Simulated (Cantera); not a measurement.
Feed: 1 mol Cu2O, 2.9 mol H2, 1.5 mol H2O, held at 0.00133 bar.

Cantera equilibrium calculation (NASA polynomials, part measured and part estimated; ideal gas, pure solids and liquids). Candidate condensed phases: Cu, CuO, Cu(OH)2, Cu2O, H2O; 12 gas species. Equilibrium is a limit: real reactors are often held back by kinetics, nucleation or transport.

x: gas mole fraction; n: condensed amount in mol.

```tsv
T (K)	x H2O	x H2	x Cu	x H	x OH	x Cu2	x O	n Cu(s)	n Cu(l)
950	0.568	0.432	1.42e-9	1.00e-8	1.94e-11	<1e-12	<1e-12	2.00	0
1050	0.568	0.432	7.89e-8	1.46e-7	6.13e-10	<1e-12	<1e-12	2.00	0
1150	0.568	0.432	2.17e-6	1.34e-6	1.07e-8	3.36e-11	<1e-12	2.00	0
1250	0.568	0.432	3.48e-5	8.70e-6	1.18e-7	1.72e-9	2.36e-12	2.00	0
1350	0.568	0.432	(withheld)	(withheld)	(withheld)	(withheld)	(withheld)	2.00	0
1450	0.567	0.431	0.00258	0.000170	5.36e-6	7.23e-7	1.88e-9	0	1.99
1550	0.560	0.425	0.0139	0.000563	2.49e-5	7.45e-6	2.79e-8	0	1.94
1650	0.533	0.404	0.0609	0.00158	9.42e-5	5.72e-5	3.01e-7	0	1.71
1750	(withheld)	(withheld)	(withheld)	(withheld)	(withheld)	0.000344	(withheld)	0	(withheld)
1850	0.388	0.292	0.311	0.00797	0.000783	0.000320	1.63e-5	0	0
1950	0.385	0.287	0.309	0.0168	0.00205	0.000165	8.89e-5	0	0
```

Task: Complete the blanks.

Result: 
- 1350, x Cu: 0.000367
- 1350, x H: 4.29e-5
- 1350, x OH: 9.16e-7
- 1350, x Cu2: 4.81e-8
- 1350, x O: 8.50e-11
- 1750, x H2O: 0.439
- 1750, x H2: 0.332
- 1750, x Cu: 0.224
- 1750, x H: 0.00367
- 1750, x OH: 0.000285
- 1750, x O: 2.47e-6
- 1750, n Cu(l): 0.722
